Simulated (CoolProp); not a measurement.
Properties of toluene along the isobar 7.31 bar.

The numbers come from the reference Helmholtz-energy equation of state, Lemmon 2006 in CoolProp. It is a short technical equation, of lower accuracy than the large ones.

```
T (K)   phase        Z  isothermal compressibility (1/MPa)  viscosity (µPa s)
-----  ------  -------  ----------------------------------  -----------------
437.1  liquid      ___                            0.003110                174
452.4  liquid  0.02546                            0.003759                158
467.6  liquid  0.02534                            0.004643                143
482.8     gas   0.8544                               1.641               11.0
498.1     gas      ___                               1.598               11.4
513.3     gas   0.8857                               1.565               11.8
528.6     gas   0.8977                               1.539               12.1
543.8     gas   0.9079                               1.518               12.5
559       gas      ___                               1.500               12.9
574.3     gas   0.9245                               1.486               13.2
589.5     gas   0.9312                               1.474               13.6
604.8     gas   0.9372                               1.463               13.9
620       gas      ___                               1.454               14.2
```

Some entries are withheld; supply them.


- 437.1, Z: 0.02567
- 498.1, Z: 0.8715
- 559, Z: 0.9168
- 620, Z: 0.9425

Viscosity comes from a separate model (Avgeri 2015).
